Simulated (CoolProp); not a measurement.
The fluid at 198.91 K and 0.411 MPa expands adiabatically to 0.0317 MPa with isentropic efficiency 0.8. The same conditions are run with several fluids, on thermodynamics alone (safety and materials aside).

Computed with CoolProp (reference Helmholtz-energy equation of state of each fluid (oxygen: Schmidt 1985; methane: Setzmann 1991; fluorine: de Reuck 1990; nitrogen: Span 2000; dry air: Lemmon 2000)). Blends and air are pseudo-pure fits.

```
fluid     work (kJ/kg)  final temperature (K)  final density (kg/m³)
--------  ------------  ---------------------  ---------------------
oxygen            74.2                  115.5                      ?
methane            152                      ?                      ?
fluorine             ?                  116.1                   1.25
nitrogen          84.9                  115.6                  0.928
dry air           82.0                  115.5                      ?
```

### Question
Fill in the missing entries.

### Answer

- oxygen, final density (kg/m³): 1.06
- methane, final temperature (K): 122.3
- methane, final density (kg/m³): 0.504
- fluorine, work (kJ/kg): 62.8
- dry air, final density (kg/m³): 0.961
